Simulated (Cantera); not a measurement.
A closed system holds: 1 mol CaO, a varied amount of HBr, 1.4 mol H2, equilibrated at 0.0675 Torr.

Equilibrium computed with Cantera from the NASA thermochemical tables; the gas is ideal and each condensed phase is pure. Candidate condensed phases: Br2, Ca, CaBr2, CaO, Ca(OH)2, H2O; 19 gas species. Mutual solubility and eutectic melting of coexisting phases are not modelled. Equilibrium is a limit: real reactors are often held back by kinetics, nucleation or transport.

Stable condensed phases, one row left out:

```
T in °C \ n(HBr) in mol
         3.5   7  10  14  17  21  24
   1252    A   A   A   A   A   A   A
   1202    A   A   A   A   A   A   A
   1152    A   A   A   A   A   A   A
   1102    A   A   A   A   A   A   A
   1052    A   A   A   A   A   A   A
   1002    A   A   A   A   A   A   A
    952    A   A   A   A   A   A   A
    902    B   A   A   A   A   A   A
    852    C   A   A   A   A   A   A
    802    D   D   D   D   D   D   A
    702    D   D   D   D   D   D   D
    652    D   D   D   D   D   D   D
```

A: gas only; B: CaO; C: CaBr2 + CaO; D: CaBr2.

Task: Give the row for 752 °C.

Result: 3.5: CaBr2; 7: CaBr2; 10: CaBr2; 14: CaBr2; 17: CaBr2; 21: CaBr2; 24: CaBr2.
